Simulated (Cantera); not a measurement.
**Catalytic stagnation flow on Pt**

A jet of H2 : O2 : N2 = 0.011 : 0.068 : 0.79 (molar parts), equivalence ratio 0.081 at 300 K and 0.0977 atm hits a platinum plate 9.9 cm away at a mass flux of 0.07 kg/m²/s; the plate temperature is set and raised in steps from an oxygen-covered start.

Model: Deutschmann's 1995 Pt surface mechanism with GRI-Mech 3.0 gas chemistry, integrated in Cantera. Catalytic surfaces can have several steady states; this one follows from the mechanism file's or the stated starting coverage.

```csv
plate T (K),wall x H2,wall x O2,wall x H2O,wall x OH,θ free Pt,θ O*,θ OH*
500,0.00137,0.0660,0.0224,<1e-8,0.0305,0.959,0.0104
550,0.00137,0.0661,0.0222,<1e-8,0.0322,0.962,0.00594
600,0.00136,0.0661,0.0220,<1e-8,0.0339,0.962,0.00370
650,0.00132,0.0661,0.0219,<1e-8,0.0365,0.961,0.00249
700,0.00115,0.0659,0.0221,<1e-8,0.0442,0.954,0.00190
```
x: mole fraction at the wall; θ: surface coverage.
